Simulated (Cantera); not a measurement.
A closed system holds: 1 mol MgCO3, 1.2 mol H2, 2.9 mol CO2, held at 1.00 bar.

These are equilibrium values from Cantera (NASA tables, ideal gas, pure condensed phases), not measurements of a reactor. Candidate condensed phases: C, C6H6, C7H8, C8H18, H2O, Mg, MgCO3, MgO, Mg(OH)2; 116 gas species. Kinetics and transport are ignored. All values below are at 1198 K.

Base state: CO2 0.575, H2O 0.190, CO 0.190, H2 0.0457 (mole fractions); condensed: MgO(s).

Problem. What changes in the equilibrium state with this change: H2 from 1.2 to 0.066 mol?

Solution. 
```json
[
 {"species": "CO2", "before": "0.575", "after": "0.967"},
 {"species": "H2O", "before": "0.190", "after": "0.0164"},
 {"species": "CO", "before": "0.190", "after": "0.0164"},
 {"species": "H2", "before": "0.0457", "after": "0.000205"},
 {"species": "MgO(s), mol", "before": "1.00", "after": "1.00"}
]
```
